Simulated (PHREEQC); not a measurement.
Consider water at 35 °C with 0.0038 mol/kgw Al2(SO4)3, 0.0089 mol/kgw ZnCl2, 0.00041 mol/kgw NaHCO3 and 0.038 mol/kgw Na2SO4. Closed to the air; pH follows from the charge balance.

Model: ion-association model, phreeqc.dat, run in PHREEQC.

Precipitation was switched off in this run.

Question: Order these Al species by the share of Al that they hold, largest first: Al(OH)2+, Al(SO4)2-, Al+3, AlOH+2, AlSO4+.

Answer: AlSO4+ (64 %), Al(SO4)2- (23 %), Al+3 (8.2 %), AlOH+2 (3.3 %), Al(OH)2+ (1.3 %)

The pH is 4.69 and the ionic strength 0.127 mol/kgw. Saturation is exceeded, for instance for Gibbsite (slow to form); the values hold only as long as no solid forms. Species that the database lacks are ignored.
